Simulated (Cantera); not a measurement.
Cantera run:

```python
import numpy as np
import cantera as ct

gas_names = """
    CS2 Mg
""".split()
cond_names = """
    Mg(cr) Mg(L) C(gr) MgS(s) S(cr1) S(cr2) S(L)
""".split()


# ... load() reads the species with a 1 bar reference pressure and builds the phases ...
species = {s.name: s for s in load("nasa_gas.yaml", gas_names) + load("nasa_condensed.yaml", cond_names)}
# Each term lists the table entries of one substance; the one whose range holds T is used.
reactions = {
    '2 Mg + CS2(g) = C + 2 MgS':
        [(-2, ['Mg(cr)', 'Mg(L)']), (-1, ['CS2']), (1, ['C(gr)']), (2, ['MgS(s)'])],
    'MgS = Mg(g) + S':
        [(-1, ['MgS(s)']), (1, ['Mg']), (1, ['S(cr1)', 'S(cr2)', 'S(L)'])],
}


def pick(names, T):
    return next(species[n] for n in names if species[n].thermo.min_temp <= T <= species[n].thermo.max_temp)


results = []
for label, terms in reactions.items():
    print(label)
    print("     T/K   dH/kJ  dS/(J/K)   dG/kJ   log10 K")
    for T in [723, 748, 773, 798, 823, 848, 873, 898]:
        used = [(nu, pick(names, T)) for nu, names in terms]
        dH = sum(nu * s.thermo.h(T) for nu, s in used) / 1e6
        dS = sum(nu * s.thermo.s(T) for nu, s in used) / 1e3
        dG = dH - T * dS / 1e3
        logK = -dG * 1e6 / (ct.gas_constant * T * np.log(10))
        results.append((label, T, dH, dS, dG, logK, [s.name for _, s in used]))
        print(f"{T:8g} {dH:8.1f} {dS:8.1f} {dG:8.1f} {logK:8.2f}")
```

Result:

```
2 Mg + CS2(g) = C + 2 MgS
     T/K   dH/kJ  dS/(J/K)   dG/kJ   log10 K
     723   -806.2   -192.1   -667.3    48.21
     748   -806.1   -192.0   -662.5    46.26
     773   -806.0   -191.9   -657.7    44.44
     798   -805.9   -191.7   -652.9    42.74
     823   -805.8   -191.6   -648.1    41.13
     848   -805.8   -191.6   -643.3    39.63
     873   -805.7   -191.5   -638.5    38.20
     898   -805.7   -191.5   -633.7    36.86
MgS = Mg(g) + S
     T/K   dH/kJ  dS/(J/K)   dG/kJ   log10 K
     723    497.4    140.5    395.8   -28.59
     748    497.4    140.5    392.2   -27.39
     773    497.4    140.5    388.7   -26.27
     798    497.4    140.5    385.2   -25.21
     823    497.4    140.6    381.7   -24.23
     848    497.4    140.6    378.2   -23.30
     873    497.5    140.7    374.7   -22.42
     898    497.6    140.8    371.2   -21.59
```

Source: NASA polynomial tables (part measured, part estimated), evaluated in Cantera. Condensed species are held in their standard states even where they would react or evaporate.
